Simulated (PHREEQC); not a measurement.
Make-up at 25 °C: 0.00032 mol PbCl2, 0.033 mol NaCl and 0.0001 mol Zn(NO3)2 per kg of water. Closed to the air; pH follows from the charge balance.

Equilibrium calculation in PHREEQC: ion-association model, phreeqc.dat.

| quantity | before | after |
|---|---|---|
| Pb+2 (mol/kgw) | 0.000188 | 0.000113 |
| PbCl+ (mol/kgw) | 0.000126 | 4.48e-5 |
| PbCl2 (mol/kgw) | 4.68e-6 | 9.13e-7 |
| PbOH+ (mol/kgw) | 1.54e-6 | 1.26e-6 |
| Pb2OH+3 (mol/kgw) | 1.28e-8 | 5.35e-9 |
| SI of Pb(OH)2 (Pb(OH)2) | -0.48 | -0.47 |
| SI of Halite (NaCl) | -4.68 | -5.24 |

Task: Which change was made?
A) 0.0012 mol/kgw Na2SO4 added
B) diluted 100-fold with water
C) diluted 2-fold with water
D) Zn(NO3)2 left out
E) diluted 5-fold with water

Result: C, diluted 2-fold with water

This is a speciation only: nothing precipitates in the calculation.
